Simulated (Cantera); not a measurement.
Feed: 1 mol SiO2, 0.65 mol NF3, 5.9 mol H2, at 1575 K and 0.000380 bar.

These are equilibrium values from Cantera (NASA tables, ideal gas, pure condensed phases), not measurements of a reactor. The tables' values for SiF3, SiF2 are old estimates; treat these amounts as uncertain. The tables hold silica as quartz up to 1696 K and as liquid above; real silica turns to tridymite and cristobalite and melts near 1996 K. Kinetics and transport are ignored.

| species | before | after |
|---|---|---|
| H2 | 0.678 | 0.702 |
| HF | 0.264 | 0.175 |
| H2O | 0.00688 | 0.0514 |
| SiF4 | 0.00148 | 0.0257 |
| N2 | 0.0450 | 0.0463 |
| SiO | 0.00349 | <1e-9 |
| H | 0.00175 | <1e-9 |
| SiF3 | 0.000198 | <1e-9 |
| SiF2 | 1.34e-5 | <1e-9 |
| SiO2(β-quartz), mol | 0.963 | 0 |
| SiO2(α-quartz), mol | 0 | 0.820 |
Gas species are given as mole fractions.

Which change was made?
(A) temperature from 1575 K to 1098.15 K
(B) NF3 from 0.65 to 14 mol
(C) temperature from 1575 K to 775 K
(D) temperature from 1575 K to 1725 K

C, temperature from 1575 K to 775 K
